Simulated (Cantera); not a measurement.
# N2O furnace oxynitridation

An isothermal, constant-pressure homogeneous reactor starts with 58.8 % N2O, 41.2 % N2, at 1125 K and 1.00 bar.

Model: GRI-Mech 3.0 (53 species, 325 reactions), integrated in Cantera. GRI-Mech 3.0 was tuned for natural gas; its chemistry of N2O as a main component is partial and can be far from experiment. The mechanism lacks the step 2 NO + O2 → 2 NO2, which can matter for NO2 below about 1400 K. The temperature is held fixed by assumption; the heat of reaction is taken as removed at once.

| t (s) | x N2O | x N2 | x O2 | x NO | x NO2 | x O |
|---|---|---|---|---|---|---|
| 2.00e-5 | 0.588 | 0.412 | 3.34e-7 | 5.55e-8 | <1e-12 | 3.85e-7 |
| 0.000132 | 0.588 | 0.412 | 4.08e-6 | 6.77e-7 | 1.19e-11 | 4.93e-7 |
| 0.000865 | 0.588 | 0.412 | 2.94e-5 | 4.87e-6 | 6.15e-10 | 4.93e-7 |
| 0.00569 | 0.588 | 0.412 | 0.000196 | 3.24e-5 | 2.63e-8 | 4.93e-7 |
| 0.0374 | 0.585 | 0.414 | 0.00128 | 0.000212 | 9.07e-7 | 4.92e-7 |
| 0.246 | 0.565 | 0.425 | 0.00824 | 0.00135 | 1.44e-5 | 4.83e-7 |
| 1.62 | 0.458 | 0.488 | 0.0466 | 0.00737 | 9.33e-5 | 4.29e-7 |
| 10.6 | 0.158 | 0.665 | 0.155 | 0.0211 | 0.000277 | 2.20e-7 |
| 70.0 | 0.00221 | 0.759 | 0.214 | 0.0237 | 0.000420 | 6.48e-9 |
x: mole fraction; the columns are a selection and need not sum to one.

Equilibrium at this temperature and pressure: N2O 8.03e-9, N2 0.773, O2 0.227, NO 0.000110, NO2 2.83e-6, O 2.21e-9 (gas phase only).
